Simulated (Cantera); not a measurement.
Pyrogenic steam for wet oxidation

An isothermal, constant-pressure homogeneous reactor starts with 16.3 % H2, 39.8 % O2, 43.8 % N2, at 975 K and 100.0 Torr.

Detailed kinetics in Cantera: the H2/O2 subset of GRI-Mech 3.0, which has no nitrogen chemistry. Radical loss at walls, strong at low pressure, is not modelled. The temperature is held fixed by assumption; the heat of reaction is taken as removed at once.

```tsv
t (s)	x H2	x O2	x O	x H2O2	x OH
0.000900	0.0536	0.356	0.00738	3.93e-6	0.00368
0.00161	0.00611	0.346	0.000731	4.58e-6	0.000579
0.00290	0.00273	0.346	0.000204	3.33e-6	0.000188
0.00520	0.00145	0.345	8.60e-5	2.73e-6	9.82e-5
0.00932	0.000764	0.345	3.89e-5	2.13e-6	5.94e-5
0.0167	0.000375	0.345	1.71e-5	1.45e-6	3.85e-5
0.0300	0.000164	0.345	6.88e-6	8.12e-7	2.60e-5
0.0538	6.05e-5	0.345	2.49e-6	3.70e-7	1.78e-5
0.0965	1.81e-5	0.345	8.21e-7	1.58e-7	1.20e-5
0.173	4.40e-6	0.345	2.70e-7	7.45e-8	7.78e-6
0.311	8.74e-7	0.345	9.73e-8	3.63e-8	4.97e-6
0.557	1.40e-7	0.345	3.98e-8	1.78e-8	3.25e-6
1.00	1.84e-8	0.345	1.82e-8	9.05e-9	2.20e-6
```
x: mole fraction; the columns are a selection and need not sum to one.

Equilibrium at this temperature and pressure: H2 3.40e-11, O2 0.345, O 1.17e-10, H2O2 7.74e-11, OH 1.75e-7 (gas phase only).
